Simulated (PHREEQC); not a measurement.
0.95 g of hydrous ferric oxide (600 m²/g; 0.2 weak and 0.005 strong sites per Fe, Dzombak-Morel constants, diffuse double layer) in 1 kg of water with 0.1 mol/kgw of an inert sodium salt and 0.00055 mol CaCl2 and 0.00027 mol Na2HAsO4, at 25 °C; the pH is set by adding NaOH or the inert anion's acid. Oxygen is held at 0.21 atm. The system is closed to CO2. Precipitation was switched off in this run.

The series has 17 steps of pH, from 3 to 9.

Equilibrium calculation in PHREEQC: ion-association model, wateq4f.dat.

Near which pH is half of the Ca sorbed, and on which side is more sorbed?

Near pH 8.5, with more sorbed at higher pH.

At which pH does the surface charge pass through zero?

Near pH 7.6.

The database has no arsenate complexes of Ca. The oxide is taken as insoluble; below pH 4 it would dissolve.
